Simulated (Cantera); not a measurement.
Charge: 1 mol c-C4F8, 0.4 mol CH4, 0.13 mol H2, equilibrated at 475 °C and 750 Torr.

Method: chemical equilibrium by Gibbs-energy minimisation in Cantera with the NASA 1993 tables (ideal gas, pure condensed phases). Candidate condensed phases: C, C6H6, C7H8, C8H18; 95 gas species. The feed counts by its element totals alone. Condensed phases not in the tables: fluorocarbon polymer. Gases not in the tables: C2F6 and larger saturated fluorocarbons. Equilibrium is a limit: real reactors are often held back by kinetics, nucleation or transport.

Base state: HF 0.548, CF4 0.452, H2F2 3.90e-5 (mole fractions); condensed: C(graphite).

**Question.** What changes in the equilibrium state with this change: temperature from 475 °C to 1775 °C?

**Answer.** 
| species | before | after |
|---|---|---|
| HF | 0.548 | 0.544 |
| CF4 | 0.452 | 0.441 |
| CF2 | <1e-9 | 0.0109 |
| CF3 | <1e-9 | 0.00216 |
| F | <1e-9 | 0.00144 |
| CHF3 | 5.23e-7 | 4.09e-5 |
| H2F2 | 3.90e-5 | 2.23e-6 |
| C(graphite), mol | 2.87 | 2.85 |
